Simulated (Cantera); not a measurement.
A closed system holds: 1 mol BF₃, 0.82 mol O₂, 0.18 mol N₂, 48 mol H₂, held at 2148.15 K and 2.80 mbar.

Equilibrium computed with Cantera from the NASA thermochemical tables; the gas is ideal and each condensed phase is pure. Candidate condensed phases: B, BN, B₂O₃, B₃O₃H₃, H₂O; 62 gas species. Rates play no part.

Base state: H₂ 0.852, H 0.0727, HF 0.0424, BOF 0.0151, H₂O 0.0106, N₂ 0.00345, HBO₂ 0.00157, BO 0.00123 (mole fractions); condensed: gas only.

Task: What changes in the equilibrium state with this change: pressure from 2.80 mbar to 1.33 mbar?

Result: 
```
species    before     after
-------  --------  --------
H₂          0.852     0.822
H          0.0727     0.104
HF         0.0424    0.0421
BOF        0.0151    0.0145
H₂O        0.0106    0.0104
O         7.00e-6   1.50e-5
OH       0.000116  0.000168
BO₂       2.09e-5   2.92e-5
BO        0.00123   0.00170
B₂O₃      3.05e-5   2.80e-5
```
